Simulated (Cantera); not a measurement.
# Stirred combustor or abatement burner

A perfectly stirred reactor is fed with CH4 : C2H6 : O2 : N2 : H2O = 1 : 1.2 : 5.64 : 21.2 : 1.4 (molar parts), equivalence ratio 1.1, at 9000 Torr; it is adiabatic with a 448 K inlet, and is followed from long to short residence time, starting on the burning branch (τ in s: 0.031, 0.017, 0.009, 0.0048, 0.0026, 0.0014, 0.00075, 0.00041, 0.00022, 0.00012, 6.3e-05, 3.4e-05, 1.8e-05).

Detailed kinetics in Cantera: GRI-Mech 3.0 (53 species, 325 reactions). The pressure lies above the range GRI-Mech 3.0 was tuned for (to about 10 atm).

```tsv
τ (s)	T (K)	x CH4	x C2H6	x O2	x NO	x C2H2
0.031	2273	7.98e-6	1.16e-7	0.000219	0.000299	3.36e-6
0.017	2271	1.15e-5	2.06e-7	0.000301	0.000304	5.36e-6
0.0090	2268	1.61e-5	3.72e-7	0.000437	0.000311	8.42e-6
0.0048	2263	2.14e-5	6.62e-7	0.000643	0.000318	1.27e-5
0.0026	2256	2.77e-5	1.15e-6	0.000942	0.000323	1.82e-5
0.0014	2247	3.62e-5	1.99e-6	0.00138	0.000324	2.57e-5
0.00075	2236	4.84e-5	3.46e-6	0.00201	0.000318	3.57e-5
0.00041	2220	6.64e-5	5.89e-6	0.00285	0.000304	4.87e-5
0.00022	2200	9.67e-5	1.03e-5	0.00406	0.000281	6.71e-5
0.00012	2175	0.000148	1.80e-5	0.00571	0.000247	9.33e-5
6.3e-5	2138	0.000259	3.42e-5	0.00836	0.000197	0.000141
3.4e-5	2082	0.000543	7.41e-5	0.0130	0.000125	0.000251
1.8e-5	448	0.0329	0.0394	0.185	<1e-12	<1e-12
```
x: mole fraction; the columns are a selection and need not sum to one.
